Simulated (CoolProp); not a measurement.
Vapour-liquid equilibrium of propylene (1) + propane (2) at 203.9 K; x and y are mole fractions of (1).

Values from CoolProp's multi-fluid Helmholtz-energy mixture model, Lemmon 2013 and Lemmon 2009; pair parameters Bell 2016.

**Question.** Give the bubble pressure and the first vapour's composition at x = 0.05, 0.25, 0.75. Is there an azeotrope?

**Answer.** x = 0.05: 0.2614 bar, y = 0.072; x = 0.25: 0.2837 bar, y = 0.319; x = 0.75: 0.3234 bar, y = 0.786. No azeotrope shows between x = 0.05 and 0.95.

Pair parameters are fitted to limited data, so mixtures are less certain than the pure fluids.
